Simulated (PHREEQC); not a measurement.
Make-up at 25 °C: 8.9 mmol/kgw NaOH, 8.3 mmol/kgw NaAlO2 and 53 mmol/kgw Na2CO3. Closed to the air; pH follows from the charge balance.

Computed with PHREEQC (ion-association model, wateq4f.dat).

Each row changes one thing in this solution. Precipitation was switched off in this run.

```tsv
case	pH	ionic strength (mol/kgw)	Na+ (mol/kgw)	CO3-2 (mol/kgw)	NaCO3- (mol/kgw)	HCO3- (mol/kgw)	SI of Boehmite (AlOOH)	SI of Gibbsite (Al(OH)3)
as made	11.84	0.134	0.102	0.0315	0.0210	0.000444	+0.04	+0.51
Na2CO3 from 0.053 to 0.53 mol/kgw	11.80	0.836	[?]	0.144	0.385	0.00141	+0.02	+0.48
diluted 10-fold with water	11.09	0.0160	0.0118	0.00422	0.000567	0.000509	-0.14	+0.33
diluted 5-fold with water	11.29	0.0310	0.0228	[?]	0.00184	0.000554	-0.06	+0.41
0.069 mol/kgw KCl added	11.82	0.206	0.104	0.0330	0.0195	0.000439	+0.05	+0.52
```

Task: Complete the blanks.

Result: 
- Na2CO3 from 0.053 to 0.53 mol/kgw, Na+ (mol/kgw): 0.692
- diluted 5-fold with water, CO3-2 (mol/kgw): 0.00820

The ionic strength passes 0.7 mol/kgw, the rough limit of the ion-association models, in Na2CO3 from 0.053 to 0.53 mol/kgw. Some of these states are supersaturated (in Gibbsite (slow to form), for instance).
